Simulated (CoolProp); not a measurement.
Octamethyltrisiloxane (MDM) along the isobar 0.101 MPa: density (kg/m³) from the reference equation and from simpler models built on Tc = 292.2 °C, pc = 1.438 MPa, ω = 0.528; each cubic takes its own stable root.

Values from CoolProp's reference Helmholtz-energy equation of state, Thol 2017.

```csv
T (°C),phase,reference
29.15,liquid,811.2
51.95,liquid,788.1
74.75,liquid,764.3
97.55,liquid,739.7
120.35,liquid,714.0
143.15,liquid,686.8
165.95,gas,7.000
188.75,gas,6.570
211.55,gas,6.200
234.35,gas,5.876
257.15,gas,5.590
279.95,gas,5.334
```

Question: How far does each simpler model (van der Waals, Peng-Robinson) lie from the reference over these 12 states: mean and median of the absolute difference, and the worst?

Answer: 
- van der Waals: mean 40.7 %, median 22.6 %, worst -98.9 % at 143.15 °C and 0.101 MPa
- Peng-Robinson: mean 1.2 %, median 0.5 %, worst +3.2 % at 143.15 °C and 0.101 MPa

At some of these states van der Waals gives the other phase, because its saturation line lies elsewhere.
